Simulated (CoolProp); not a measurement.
Vapour pressure (kPa) of n-hexane: the reference equation beside estimates from Tc = 234.7 °C, pc = 3044 kPa, ω = 0.300.

Computed with CoolProp (reference Helmholtz-energy equation of state, Thol 2019).

```
T (°C)  reference  Lee-Kesler  van der Waals  Redlich-Kwong  Soave-Redlich-Kwong
------  ---------  ----------  -------------  -------------  -------------------
75.05       123.1       122.8          548.7          223.0                122.8
82.55       153.4       153.5          612.2          267.6                153.4
90.15       189.8       190.2          681.3          319.0                190.1
97.65       231.8       232.8          754.2          376.4                232.7
105.25      281.3       282.9          833.2          441.5                282.9
112.85      338.4       340.7          917.2          514.3                341.1
120.35      403.1       406.0           1005          594.0                406.9
127.95      477.7       481.3           1100          683.2                483.1
135.45      561.0       565.4           1198          779.8                568.3
143.05      656.2       661.1           1304          886.9                665.6
150.65      762.9       768.4           1415           1004                774.9
158.15      880.5       886.5           1530           1129                895.2
165.75       1013        1019           1653           1266                 1031
173.25       1158        1164           1780           1412                 1179
180.85       1320        1327           1914           1571                 1344
```

Absolute difference from the reference over all 15 rows, mean and median: Lee-Kesler 0.5 and 0.6 %, van der Waals 154.0 and 130.3 %, Redlich-Kwong 45.7 and 43.0 %, Soave-Redlich-Kwong 1.0 and 1.1 %.
